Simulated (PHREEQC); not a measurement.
1 kg of water holding 0.0074 mol KCl and 0.15 mol MgSO4 is evaporated at 25 °C; the solids stay in contact with the brine. CO2 from the air is kept out. Only these solids could form: Arcanite, Bischofite, Brucite, Carnallite, Epsomite, Hexahydrite, Kainite, Kieserite, Leonite, Misenite, Schoenite, Sylvite, MgCl2_4H2O.

The numbers come from PHREEQC with the Pitzer model, pitzer.dat.

| water left (kg) | ionic strength | water activity | Epsomite (mol) | Schoenite (mol) | Cl in solution (mol/kgw) | K in solution (mol/kgw) |
|---|---|---|---|---|---|---|
| 1 | 0.607 | 0.997 | 0 | 0 | 0.00740 | 0.00740 |
| 0.8219 | 0.739 | 0.996 | 0 | 0 | 0.00900 | 0.00900 |
| 0.6755 | 0.899 | 0.995 | 0 | 0 | 0.0110 | 0.0110 |
| 0.5552 | 1.09 | 0.994 | 0 | 0 | 0.0133 | 0.0133 |
| 0.4563 | 1.33 | 0.993 | 0 | 0 | 0.0162 | 0.0162 |
| 0.3082 | 1.97 | 0.990 | 0 | 0 | 0.0240 | 0.0240 |
| 0.2533 | 2.40 | 0.988 | 0 | 0 | 0.0292 | 0.0292 |
| 0.2082 | 2.92 | 0.985 | 0 | 0 | 0.0355 | 0.0355 |
| 0.1711 | 3.55 | 0.982 | 0 | 0 | 0.0432 | 0.0432 |
| 0.1407 | 4.32 | 0.978 | 0 | 0 | 0.0526 | 0.0526 |
| 0.1156 | 5.25 | 0.972 | 0 | 0 | 0.0640 | 0.0640 |
| 0.09502 | 6.39 | 0.964 | 0 | 0 | 0.0779 | 0.0779 |
| 0.07809 | 7.78 | 0.952 | 0 | 0 | 0.0948 | 0.0948 |
| 0.05275 | 11.5 | 0.907 | 0 | 0 | 0.140 | 0.140 |
| 0.03936 | 12.2 | 0.895 | 0.0316 | 0 | 0.188 | 0.188 |
| 0.02694 | 12.3 | 0.890 | 0.0689 | 0 | 0.275 | 0.275 |
| 0.01674 | 12.5 | 0.881 | 0.0996 | 0 | 0.442 | 0.442 |
| 0.008312 | 12.5 | 0.864 | 0.124 | 0.000914 | 0.890 | 0.670 |

Epsomite from water left = 0.03936 kg; Schoenite from water left = 0.008312 kg.
